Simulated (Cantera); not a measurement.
Feed: 1 mol TiCl4, 0.49 mol O2, held at 49.0 mbar.

Method: chemical equilibrium by Gibbs-energy minimisation in Cantera with the NASA 1993 tables (ideal gas, pure condensed phases). Candidate condensed phases: Ti, TiCl2, TiCl3, TiCl4, TiO, TiO2, Ti2O3, Ti3O5, Ti4O7; 15 gas species. The tables' values for TiCl2 are old estimates; treat these amounts as uncertain. The numbers say what is thermodynamically allowed, not how fast it happens.

log p: log10 of the partial pressure in bar; n: condensed amount in mol.

```
T (K)  log p Cl  log p Cl2  log p TiCl4  log p TiCl3  log p TiOCl2  n TiO2(rutile)
-----  --------  ---------  -----------  -----------  ------------  --------------
1375      -2.40      -1.54        -1.79        -5.83         -6.70           0.490
1425        [?]      -1.56        -1.80          [?]           [?]           0.490
1475      -2.10      -1.59        -1.81        -5.25         -5.94           0.489
1525      -1.98      -1.63        -1.82        -4.99         -5.60           0.489
1575      -1.86      -1.68        -1.84        -4.74         -5.28           0.489
1625      -1.77      -1.74        -1.86        -4.51         -4.99           0.488
1675      -1.69      -1.82        -1.88        -4.28         -4.71           0.488
1725      -1.62      -1.92        -1.90        -4.05         -4.45           0.487
1775      -1.56      -2.02        -1.92        -3.84         -4.21           0.487
1825      -1.52      -2.14        -1.95        -3.62         -3.99           0.486
1875      -1.49      -2.27        -1.97        -3.41         -3.77           0.485
1925      -1.47      -2.41        -2.00        -3.21         -3.57           0.483
1975      -1.45        [?]        -2.03          [?]           [?]           0.479
2025      -1.44      -2.69        -2.07        -2.85         -3.22           0.474
```

Q: Fill in the missing entries.

A: 
- 1425, log p Cl: -2.24
- 1425, log p TiCl3: -5.53
- 1425, log p TiOCl2: -6.30
- 1975, log p Cl2: -2.55
- 1975, log p TiCl3: -3.02
- 1975, log p TiOCl2: -3.39
